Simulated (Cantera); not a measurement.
A Cantera script and its output.

```python
import numpy as np
import cantera as ct

gas = ct.Solution("gri30.yaml")
gas.TPX = 600, 160000, {'CO': 1, 'H2': 0.13, 'CH4': 1.2, 'O2': 2.12, 'N2': 7.96, 'H2O': 0.59}
flame = ct.FreeFlame(gas, width=0.029)
flame.set_refine_criteria(ratio=3, slope=0.08, curve=0.16)
flame.transport_model = "mixture-averaged"
flame.solve(loglevel=0, auto=True)
z, T = flame.grid, flame.T
thick = (T[-1] - T[0]) / np.gradient(T, z).max()
show = ['CO', 'H2', 'CH4', 'C2H2', 'N2O', 'NO']
print(f"laminar burning velocity  {flame.velocity[0] * 100:.3f} cm/s")
print(f"burnt temperature         {T[-1]:.1f} K")
print(f"thermal thickness         {thick * 1e3:.4f} mm")
print(f"grid points               {len(z)}")
z0 = z[flame.heat_release_rate.argmax()]
print(f"{'z/mm':>9s}{'T/K':>9s}{'u/(m/s)':>9s}" + "".join(f"{s:>11s}" for s in show))
rows = []
for k in (-3, -2, -1.5, -1, -0.5, -0.25, 0, 0.25, 0.5, 1, 2, 4, 8):
    zz = z0 + k * thick
    rows.append([k * thick, np.interp(zz, z, T), np.interp(zz, z, flame.velocity),
                 *(np.interp(zz, z, flame.X[gas.species_index(s)]) for s in show)])
    print(f"{rows[-1][0] * 1e3:9.3f}{rows[-1][1]:9.1f}{rows[-1][2]:9.3f}" + "".join(f"{x:11.3e}" for x in rows[-1][3:]))
```

Output:

```
laminar burning velocity  94.545 cm/s
burnt temperature         2207.4 K
thermal thickness         0.2542 mm
grid points               151
     z/mm      T/K  u/(m/s)         CO         H2        CH4       C2H2        N2O         NO
   -0.763    600.4    0.948  7.679e-02  1.167e-02  9.212e-02  9.430e-09  5.313e-13  7.149e-10
   -0.508    603.5    0.955  7.659e-02  1.450e-02  9.164e-02  1.332e-07  8.166e-12  7.916e-09
   -0.381    616.9    0.980  7.644e-02  1.806e-02  9.049e-02  9.526e-07  6.332e-11  4.630e-08
   -0.254    700.5    1.122  7.711e-02  2.472e-02  8.508e-02  9.744e-06  7.243e-10  4.166e-07
   -0.127   1116.3    1.815  8.590e-02  3.519e-02  5.914e-02  1.014e-04  8.288e-09  4.117e-06
   -0.064   1499.8    2.459  9.763e-02  4.060e-02  3.277e-02  2.737e-04  2.043e-08  9.217e-06
    0.000   1843.3    3.038  1.083e-01  4.282e-02  9.009e-03  5.088e-04  3.460e-08  1.793e-05
    0.064   2004.2    3.296  1.062e-01  4.066e-02  1.076e-03  2.337e-04  3.852e-08  3.034e-05
    0.127   2052.6    3.359  9.806e-02  3.923e-02  8.524e-05  3.751e-05  3.575e-08  4.088e-05
    0.254   2085.9    3.394  8.918e-02  4.002e-02  6.618e-07  7.377e-07  2.918e-08  5.073e-05
    0.508   2118.5    3.436  8.618e-02  4.095e-02  4.819e-10  1.793e-09  2.366e-08  5.635e-05
    1.017   2151.7    3.483  8.620e-02  4.096e-02  3.054e-13  5.760e-13  1.870e-08  5.948e-05
    2.033   2179.1    3.522  8.651e-02  4.086e-02  2.662e-13  2.237e-16  1.379e-08  6.177e-05
```

Cantera simulation using GRI-Mech 3.0 (53 species, 325 reactions); the numbers are that mechanism's predictions, not measurements. Burning velocities carry a grid error of a few per cent, more on coarse grids.
